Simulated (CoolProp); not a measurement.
A Linde-Hampson liquefier for nitrogen: isothermal reversible compression at 280 K from 1 atm to 10 MPa, throttling to 1 atm, return gas leaving the recuperator 2 K below the feed. Each further row changes one setting.

Model: reference Helmholtz-energy equation of state, Span 2000, in CoolProp.

```tsv
case	liquid yield per pass	compression work (kJ/kg of gas)
as stated	0.050	380
high pressure 20 MPa	0.087	438
warm-end temperature 310 K	0.036	423
warm-end gap 7 K	0.038	380
```
